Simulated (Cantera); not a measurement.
Charge: 1 mol SiH₄, 0.011 mol CH₄, 15 mol H₂, at 1150 °C and 4.73 Torr.

These are equilibrium values from Cantera (NASA tables, ideal gas, pure condensed phases), not measurements of a reactor. Candidate condensed phases: C, C₆H₆, C₇H₈, C₈H₁₈, Si, SiC; 87 gas species. Mutual solubility and eutectic melting of coexisting phases are not modelled. Rates play no part.

Base state: H₂ 1.000, H 8.37e-5 (mole fractions); condensed: Si(s) + SiC(s).

Problem. What changes in the equilibrium state with this change: SiH₄ replaced by Si(CH₃)₄?

Solution. 
| species | before | after |
|---|---|---|
| H₂ | 1.000 | 1.000 |
| H | 8.37e-5 | 8.37e-5 |
| CH₄ | 1.27e-7 | 2.40e-5 |
| Si(s), mol | 0.989 | 0 |
| SiC(s), mol | 0.0110 | 1.00 |
| C(graphite), mol | 0 | 3.01 |
